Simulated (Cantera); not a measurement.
## Silicon epitaxy and polysilicon growth: SiHCl3 + HCl + N2 + Cl2

A closed system holds: 1 mol SiHCl3, 0.033 mol HCl, 120 mol N2, 0.039 mol Cl2, equilibrated at 0.0880 bar.

These are equilibrium values from Cantera (NASA tables, ideal gas, pure condensed phases), not measurements of a reactor. Candidate condensed phases: NH4Cl, Si, Si3N4; 28 gas species. N2 is the only nitrogen source here; it is nearly inert below about 1500 K, so the nitride shown seldom forms there in practice. The tables' values for SiCl3 are old estimates; treat these amounts as uncertain. The numbers say what is thermodynamically allowed, not how fast it happens.

From 1250 K to 1550 K the condensed part is Si3N4(s). From 1600 K to 1750 K nothing is condensed. The main Si-bearing gas is SiCl4 at 1250 K and SiCl2 at 1750 K.

| T (K) | x N2 | x HCl | x SiCl2 | x SiCl4 | n Si3N4(s) |
|---|---|---|---|---|---|
| 1250 | 0.987 | 0.00802 | 8.42e-5 | 0.00420 | 0.151 |
| 1300 | 0.987 | 0.00803 | 0.000230 | 0.00399 | 0.147 |
| 1350 | 0.987 | 0.00803 | 0.000569 | 0.00363 | 0.137 |
| 1400 | 0.986 | 0.00801 | 0.00126 | 0.00305 | 0.120 |
| 1450 | 0.986 | 0.00795 | 0.00246 | 0.00225 | 0.0924 |
| 1500 | 0.985 | 0.00784 | 0.00411 | 0.00137 | 0.0568 |
| 1550 | 0.984 | 0.00763 | 0.00584 | 0.000661 | 0.0213 |
| 1600 | 0.984 | 0.00748 | 0.00693 | 0.000318 | 0 |
| 1650 | 0.984 | 0.00769 | 0.00710 | 0.000229 | 0 |
| 1700 | 0.983 | 0.00784 | 0.00726 | 0.000162 | 0 |
| 1750 | 0.983 | 0.00792 | 0.00741 | 0.000109 | 0 |
x: gas mole fraction; n: condensed amount in mol.
